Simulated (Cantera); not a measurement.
**Premixed flame**

A freely propagating, adiabatic, planar premixed flame of H2 : O2 : N2 = 1 : 0.312 : 1.03 (molar parts), equivalence ratio 1.6, unburnt at 300 K and 230000 Pa; mixture-averaged transport, grid criteria slope 0.08 and curve 0.16, no radiation.

Model: the H2/O2 subset of GRI-Mech 3.0, which has no nitrogen chemistry, integrated in Cantera. The hydrogen kinetics of GRI-Mech 3.0 are dated; newer H2 mechanisms differ, most at raised pressure. Burning velocities carry a grid error of a few per cent, more on coarse grids.

```csv
z (mm),T (K),u (m/s),x H2,x O2,x OH,x H2O2,x O,x H
-0.324,300,3.65,0.427,0.133,<1e-8,<1e-8,<1e-8,<1e-8
-0.216,300,3.65,0.427,0.133,<1e-8,<1e-8,<1e-8,<1e-8
-0.162,300,3.65,0.427,0.133,<1e-8,<1e-8,<1e-8,<1e-8
-0.108,300,3.65,0.427,0.133,<1e-8,1.35e-8,<1e-8,<1e-8
-0.0541,321,3.87,0.421,0.135,6.38e-6,7.13e-6,1.09e-6,1.78e-7
-0.0270,581,6.75,0.388,0.132,0.00106,0.000156,0.000108,0.00144
0,1063,11.9,0.316,0.108,0.00176,6.19e-5,0.00140,0.0184
0.0270,1420,15.7,0.233,0.0614,0.00405,5.91e-6,0.00406,0.0454
0.0541,1625,17.9,0.180,0.0249,0.00627,2.41e-6,0.00426,0.0620
0.108,1801,19.7,0.155,0.00461,0.00787,1.20e-6,0.00282,0.0629
0.216,1945,21.1,0.158,0.00153,0.00798,6.08e-7,0.00185,0.0492
0.432,2069,22.2,0.165,0.000828,0.00695,3.13e-7,0.00106,0.0348
0.865,2170,23.1,0.170,0.000387,0.00531,1.62e-7,0.000501,0.0228
```
x: mole fraction of selected species; z is measured from the peak of heat release.

```yaml
laminar_burning_velocity: 365 cm/s
thermal_thickness: 0.108 mm
peak x(OH): 0.00811
peak x(H2O2): 0.000164
peak x(O): 0.00447
peak x(H): 0.0653
```
